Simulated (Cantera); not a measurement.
What does this Cantera script print?

```python
import numpy as np
import cantera as ct

gas = ct.Solution("gri30.yaml")
gas.TPX = 1475, 1000000, {'CH2O': 0.017, 'O2': 0.031, 'N2': 1}
reactor = ct.IdealGasConstPressureReactor(gas, energy="off", clone=False)
net = ct.ReactorNet([reactor])
net.rtol, net.atol = 1e-08, 1e-18
show = ['CH2O', 'O2', 'C2H6', 'N2O', 'HCN', 'CO', 'HO2']
times = np.geomspace(0.0009, 2, 15)

steps = ct.SolutionArray(gas, extra=["t"])
rows = []
print(f"{'t/s':>10s}{'T/K':>9s}{'P/Pa':>11s}" + "".join(f"{s:>11s}" for s in show))
for t in times:
    while net.time < t:
        t_next = net.step()
        steps.append(gas.state, t=t_next)
    rows.append([np.interp(t, steps.t, y) for y in (steps.T, steps.P, *steps(*show).X.T)])
    print(f"{t:10.3e}{rows[-1][0]:9.1f}{rows[-1][1]:11.4g}" + "".join(f"{x:11.3e}" for x in rows[-1][2:]))
rate = np.gradient(steps.T, steps.t)
print("integrator steps:", len(steps.t))
if steps.T.max() > steps.T[0] + 200:
    print(f"time of steepest temperature rise: {steps.t[rate.argmax()]:.4e} s")
gas.TPX = 1475, 1000000, {'CH2O': 0.017, 'O2': 0.031, 'N2': 1}
gas.equilibrate("TP")
print(f"equilibrium (TP): T = {gas.T:.1f} K  " + "  ".join(f"{s} {gas[s].X[0]:.3e}" for s in show))
```

Output:

```
       t/s      T/K       P/Pa       CH2O         O2       C2H6        N2O        HCN         CO        HO2
 9.000e-04   1475.0      1e+06  1.272e-13  1.369e-02  1.581e-24  3.170e-06  2.021e-13  7.076e-04  3.289e-06
 1.561e-03   1475.0      1e+06  9.994e-15  1.347e-02 -5.381e-31  3.180e-06  1.057e-13  2.532e-04  1.336e-06
 2.706e-03   1475.0      1e+06  7.199e-16  1.339e-02  1.665e-29  2.909e-06  5.628e-14  7.829e-05  4.564e-07
 4.693e-03   1475.0      1e+06  5.589e-17  1.336e-02 -5.541e-30  2.324e-06  3.057e-14  2.133e-05  1.427e-07
 8.137e-03   1475.0      1e+06  4.655e-18  1.336e-02 -1.293e-32  1.505e-06  1.645e-14  5.116e-06  4.763e-08
 1.411e-02   1475.0      1e+06  4.317e-20  1.336e-02  1.612e-30  7.006e-07  8.267e-15  1.067e-06  2.196e-08
 2.447e-02   1475.0      1e+06  1.485e-19  1.336e-02 -4.025e-31  2.152e-07  3.454e-15  2.537e-07  1.581e-08
 4.243e-02   1475.0      1e+06  4.115e-20  1.336e-02 -1.191e-33  7.689e-08  1.016e-15  1.538e-07  1.475e-08
 7.357e-02   1475.0      1e+06  3.976e-20  1.336e-02  7.895e-39  6.493e-08  2.835e-16  1.494e-07  1.468e-08
 1.276e-01   1475.0      1e+06  3.975e-20  1.336e-02 -2.739e-43  6.478e-08  1.830e-16  1.493e-07  1.468e-08
 2.212e-01   1475.0      1e+06  3.975e-20  1.336e-02  2.964e-43  6.478e-08  1.420e-16  1.493e-07  1.468e-08
 3.836e-01   1475.0      1e+06  3.975e-20  1.336e-02  1.817e-43  6.478e-08  9.280e-17  1.493e-07  1.468e-08
 6.651e-01   1475.0      1e+06  3.975e-20  1.336e-02  7.823e-44  6.478e-08  4.458e-17  1.493e-07  1.468e-08
 1.153e+00   1475.0      1e+06  3.975e-20  1.336e-02  1.811e-44  6.478e-08  1.248e-17  1.493e-07  1.468e-08
 2.000e+00   1475.0      1e+06  3.975e-20  1.336e-02  1.403e-45  6.478e-08  1.376e-18  1.493e-07  1.468e-08
integrator steps: 1815
equilibrium (TP): T = 1475.0 K  CH2O 4.021e-20  O2 1.321e-02  C2H6 7.319e-56  N2O 6.445e-08  HCN 3.423e-21  CO 1.502e-07  HO2 1.456e-08
```

Model: GRI-Mech 3.0 (53 species, 325 reactions), integrated in Cantera.
